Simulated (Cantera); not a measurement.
**Low-pressure radical oxidation in H2/O2**

An isothermal, constant-pressure homogeneous reactor starts with H2 : O2 : N2 = 0.037 : 1 : 0.35 (molar parts), equivalence ratio 0.018, at 1075 K and 10.00 Torr.

Computed with Cantera and GRI-Mech 3.0 (53 species, 325 reactions). Radical loss at walls, strong at low pressure, is not modelled.

```csv
t (s),x H2,x O2,x HO2,x H2O2,x NO
0.000400,0.0267,0.721,5.07e-10,<1e-12,<1e-12
0.000785,0.0267,0.721,1.00e-9,<1e-12,<1e-12
0.00154,0.0267,0.721,2.11e-9,<1e-12,<1e-12
0.00302,0.0267,0.721,1.18e-8,5.68e-12,<1e-12
0.00592,0.0246,0.719,2.67e-6,1.35e-8,4.64e-12
0.0116,0.000660,0.703,3.26e-6,7.14e-8,1.49e-8
0.0228,0.000286,0.706,2.79e-6,4.72e-8,4.03e-8
0.0447,0.000182,0.710,2.45e-6,4.83e-8,6.08e-8
0.0877,8.90e-5,0.714,1.90e-6,4.80e-8,7.07e-8
0.172,3.32e-5,0.716,1.25e-6,4.40e-8,7.33e-8
0.338,1.02e-5,0.717,6.75e-7,3.55e-8,7.38e-8
0.662,2.90e-6,0.717,3.09e-7,2.43e-8,7.39e-8
1.30,8.39e-7,0.717,1.26e-7,1.44e-8,7.39e-8
2.55,2.61e-7,0.717,4.95e-8,7.58e-9,7.39e-8
5.00,8.89e-8,0.717,1.96e-8,3.75e-9,7.39e-8
```
x: mole fraction; the columns are a selection and need not sum to one.

Equilibrium at this temperature and pressure: H2 1.95e-10, O2 0.717, HO2 1.26e-9, H2O2 1.82e-11, NO 7.13e-5 (gas phase only).
